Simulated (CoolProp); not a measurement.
Vapour-liquid equilibrium of o-xylene (1) + n-nonane (2) at 292.8 K; x and y are mole fractions of (1).

The numbers come from the multi-fluid Helmholtz-energy mixture model, Zhou 2012 and Lemmon 2006; pair parameters Bell 2016 in CoolProp.

| x | bubble pressure (MPa) | y at the bubble point | dew pressure at overall composition x (MPa) | liquid density (mol/L) |
|---|---|---|---|---|
| 0.05 | 0.0004336 | 0.098 | 0.0004224 | 5.697 |
| 0.15 | 0.0004747 | 0.260 | 0.0004461 | 5.900 |
| 0.25 | 0.0005111 | 0.388 | 0.0004719 | 6.115 |
| 0.35 | 0.0005426 | 0.492 | 0.0005000 | 6.344 |
| 0.45 | 0.0005695 | 0.579 | 0.0005298 | 6.589 |
| 0.55 | 0.0005923 | 0.657 | 0.0005606 | 6.851 |
| 0.65 | 0.0006113 | 0.729 | 0.0005903 | 7.132 |
| 0.75 | 0.0006269 | 0.800 | 0.0006163 | 7.433 |
| 0.85 | 0.0006391 | 0.873 | 0.0006357 | 7.758 |
| 0.95 | 0.0006472 | 0.955 | 0.0006469 | 8.108 |

No azeotrope shows between x = 0.05 and 0.95.

The pair parameters rest on a limited set of measurements; away from them the model extrapolates.
